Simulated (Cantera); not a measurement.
An isothermal, constant-pressure homogeneous reactor starts with NH3 : N2 = 1 : 10 (molar parts), at 1998 K and 0.266 atm.

Cantera simulation using the gas-phase N/H chemistry of the illustrative SiF4/NH3 mechanism in the Surface Chemkin manual (1991); the numbers are that mechanism's predictions, not measurements. Walls and surfaces, which speed up NH3 decomposition in real reactors, are not modelled.

x: mole fraction; the columns are a selection and need not sum to one.

| t (s) | x NH3 | x N2 | x NH2 | x N2H4 | x NH | x N |
|---|---|---|---|---|---|---|
| 0.000100 | 0.0909 | 0.909 | 5.02e-5 | 3.18e-10 | 8.51e-8 | 1.74e-10 |
| 0.000562 | 0.0906 | 0.909 | … | … | … | … |
| 0.00316 | 0.0888 | 0.908 | 0.000424 | 2.28e-8 | 4.96e-6 | 8.16e-8 |
| 0.0178 | … | 0.905 | … | … | 7.23e-6 | … |
| 0.100 | 0.0422 | 0.891 | 0.000175 | 3.91e-9 | 7.11e-6 | 8.99e-7 |
| 0.562 | 0.00213 | 0.876 | 2.08e-5 | 5.49e-11 | 2.31e-6 | 8.10e-7 |
| 3.16 | 5.93e-6 | 0.875 | 1.52e-7 | <1e-12 | 4.50e-8 | 4.18e-8 |
| 17.8 | 7.59e-7 | 0.875 | 1.94e-8 | <1e-12 | 5.77e-9 | 5.36e-9 |
| 100 | 2.35e-7 | 0.875 | 6.03e-9 | <1e-12 | 1.79e-9 | 1.66e-9 |

Problem. Fill in the missing entries.

Solution. 
- 0.000562, x NH2: 0.000259
- 0.000562, x N2H4: 8.55e-9
- 0.000562, x NH: 1.89e-6
- 0.000562, x N: 8.54e-9
- 0.0178, x NH3: 0.0790
- 0.0178, x NH2: 0.000318
- 0.0178, x N2H4: 1.28e-8
- 0.0178, x N: 4.40e-7
